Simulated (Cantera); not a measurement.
An adiabatic, constant-pressure homogeneous reactor starts with C3H8 : O2 : N2 : H2O = 1 : 2.38 : 8.95 : 3.2 (molar parts), equivalence ratio 2.1, at 1475 K and 12.0 bar. Integrator tolerance rtol = 1e-08.

Detailed kinetics in Cantera: GRI-Mech 3.0 (53 species, 325 reactions). GRI-Mech 3.0 was tuned for natural gas; its chemistry of propane as a main component is partial and can be far from experiment. The pressure lies above the range GRI-Mech 3.0 was tuned for (to about 10 atm).

### Question
What does this change do: initial temperature 1475 to 1298 K?

### Answer
```tsv
quantity	before	after
time of steepest temperature rise	32.6 µs	0.338 ms
temperature at 1.00 s	2349 K	2189 K
equilibrium temperature	2349 K	2189 K
x(C3H8) at 1.00 s	<1e-12 (gas-phase equilibrium <1e-12)	<1e-12 (gas-phase equilibrium <1e-12)
x(O2) at 1.00 s	1.45e-6 (gas-phase equilibrium 1.45e-6)	2.12e-7 (gas-phase equilibrium 2.12e-7)
x(H2O) at 1.00 s	0.226 (gas-phase equilibrium 0.226)	0.224 (gas-phase equilibrium 0.224)
x(C2H6) at 1.00 s	<1e-12 (gas-phase equilibrium <1e-12)	<1e-12 (gas-phase equilibrium <1e-12)
x(NO) at 1.00 s	3.51e-5 (gas-phase equilibrium 3.51e-5)	9.56e-6 (gas-phase equilibrium 9.56e-6)
x(CH2CO) at 1.00 s	1.95e-12 (gas-phase equilibrium 2.17e-12)	2.53e-12 (gas-phase equilibrium 2.81e-12)
```

### Question
What does this change do: C3H8 1 to 0.38 parts?

### Answer
```json
[
 {"quantity": "time of steepest temperature rise", "before": "32.6 µs", "after": "28.0 µs"},
 {"quantity": "temperature at 1.00 s", "before": "2349 K", "after": "2551 K"},
 {"quantity": "equilibrium temperature", "before": "2349 K", "after": "2551 K"},
 {"quantity": "x(C3H8) at 1.00 s", "before": "<1e-12 (gas-phase equilibrium <1e-12)", "after": "<1e-12 (gas-phase equilibrium <1e-12)"},
 {"quantity": "x(O2) at 1.00 s", "before": "1.45e-6 (gas-phase equilibrium 1.45e-6)", "after": "0.0291 (gas-phase equilibrium 0.0291)"},
 {"quantity": "x(H2O) at 1.00 s", "before": "0.226 (gas-phase equilibrium 0.226)", "after": "0.297 (gas-phase equilibrium 0.297)"},
 {"quantity": "x(C2H6) at 1.00 s", "before": "<1e-12 (gas-phase equilibrium <1e-12)", "after": "<1e-12 (gas-phase equilibrium <1e-12)"},
 {"quantity": "x(NO) at 1.00 s", "before": "3.51e-5 (gas-phase equilibrium 3.51e-5)", "after": "0.00802 (gas-phase equilibrium 0.00802)"},
 {"quantity": "x(CH2CO) at 1.00 s", "before": "1.95e-12 (gas-phase equilibrium 2.17e-12)", "after": "<1e-12 (gas-phase equilibrium <1e-12)"}
]
```
